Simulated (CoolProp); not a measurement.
100 sccm (0 °C, 1 atm) of nitrogen bubbles through liquid hexamethyldisiloxane (MM) at 303.4 K and leaves saturated at a total pressure of 0.12 MPa (ideal gas phase). Each further row changes one setting.

Values from CoolProp's reference Helmholtz-energy equation of state, Thol 2016.

```
case                      vapour pressure (kPa)  mole fraction of vapour  delivery (mg/min)  delivery (sccm)  change of delivery for a bath 1 K warmer (%)
------------------------  ---------------------  -----------------------  -----------------  ---------------  --------------------------------------------
as stated                                  7.24               (withheld)               46.5       (withheld)                                    (withheld)
bath temperature 308.4 K             (withheld)                   0.0765               60.0             8.28                                           5.2
total pressure 0.24 MPa                    7.24               (withheld)               22.5       (withheld)                                           5.1
```

**Question.** What belongs in the gaps?

**Answer.** 
- as stated, mole fraction of vapour: 0.0603
- as stated, delivery (sccm): 6.42
- as stated, change of delivery for a bath 1 K warmer (%): 5.3
- bath temperature 308.4 K, vapour pressure (kPa): 9.18
- total pressure 0.24 MPa, mole fraction of vapour: 0.0301
- total pressure 0.24 MPa, delivery (sccm): 3.11
